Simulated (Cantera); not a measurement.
Feed: 1 mol SiHCl3, 0.19 mol C2H2, 1300 mol H2, equilibrated at 28000 Pa.

Cantera equilibrium calculation (NASA polynomials, part measured and part estimated; ideal gas, pure solids and liquids). Candidate condensed phases: C, C6H6, C7H8, C8H18, Si, SiC; 109 gas species. Gases not in the tables: Si2H6 and higher silanes. The numbers say what is thermodynamically allowed, not how fast it happens.

Q: Which condensed phases are stable at each of these points (T (°C)): 1900, 1925, 1950, 1975, 2000, 2025, 2050, 2075, 2100, 2125?

A: 
| T (°C) | condensed phases | Si condensed (%) |
|---|---|---|
| 1900 | SiC(s) | 3.2 |
| 1925 | gas only | 0.0 |
| 1950 | gas only | 0.0 |
| 1975 | gas only | 0.0 |
| 2000 | gas only | 0.0 |
| 2025 | gas only | 0.0 |
| 2050 | gas only | 0.0 |
| 2075 | gas only | 0.0 |
| 2100 | gas only | 0.0 |
| 2125 | gas only | 0.0 |

At 1900 °C the condensed part is SiC(s). From 1925 °C to 2125 °C nothing is condensed.
